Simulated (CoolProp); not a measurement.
Computed with CoolProp (reference Helmholtz-energy equation of state, de Reuck 1993).

For methanol, give the phase and the density (kg/m³), speed of sound (m/s), conductivity (mW/(m K)), Prandtl number at 404 K and 1920 kPa.


- 404 K and 1920 kPa: liquid; density 676, speed of sound 771, conductivity 180, Prandtl number 3.27

Viscosity comes from a separate model (Xiang 2006). Thermal conductivity comes from a separate model (Sykioti 2013).
